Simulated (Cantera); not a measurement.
A closed system holds: 1 mol SiH4, a varied amount of O3, 1.9 mol H2, at 777 °C and 1.88 Torr.

These are equilibrium values from Cantera (NASA tables, ideal gas, pure condensed phases), not measurements of a reactor. Candidate condensed phases: H2O, Si, SiO2; 18 gas species. Mutual solubility and eutectic melting of coexisting phases are not modelled. Kinetics and transport are ignored.

x: gas mole fraction; n: condensed amount in mol.

```json
[
 {"n(O3) (mol)": "0.36", "x H2": "1.000", "x H2O": "3.14e-9", "x O2": "<1e-12", "x OH": "<1e-12", "n Si(s)": "0.460", "n SiO2(β-quartz)": "0.540"},
 {"n(O3) (mol)": "0.89", "x H2": "0.828", "x H2O": "0.172", "x O2": "<1e-12", "x OH": "9.78e-11", "n Si(s)": "0", "n SiO2(β-quartz)": "1.00"},
 {"n(O3) (mol)": "1.4", "x H2": "___", "x H2O": "___", "x O2": "<1e-12", "x OH": "___", "n Si(s)": "0", "n SiO2(β-quartz)": "1.00"},
 {"n(O3) (mol)": "2", "x H2": "6.35e-8", "x H2O": "0.987", "x O2": "0.0127", "x OH": "2.03e-6", "n Si(s)": "0", "n SiO2(β-quartz)": "1.00"},
 {"n(O3) (mol)": "2.5", "x H2": "___", "x H2O": "___", "x O2": "___", "x OH": "3.56e-6", "n Si(s)": "0", "n SiO2(β-quartz)": "1.00"},
 {"n(O3) (mol)": "3", "x H2": "9.71e-9", "x H2O": "0.716", "x O2": "0.284", "x OH": "3.76e-6", "n Si(s)": "0", "n SiO2(β-quartz)": "1.00"},
 {"n(O3) (mol)": "3.6", "x H2": "7.15e-9", "x H2O": "0.614", "x O2": "0.386", "x OH": "3.76e-6", "n Si(s)": "0", "n SiO2(β-quartz)": "1.00"},
 {"n(O3) (mol)": "4.1", "x H2": "5.92e-9", "x H2O": "0.549", "x O2": "0.451", "x OH": "3.70e-6", "n Si(s)": "0", "n SiO2(β-quartz)": "1.00"}
]
```

Fill in the missing entries.


- 1.4, x H2: 0.436
- 1.4, x H2O: 0.564
- 1.4, x OH: 4.43e-10
- 2.5, x H2: 1.45e-8
- 2.5, x H2O: 0.830
- 2.5, x O2: 0.170
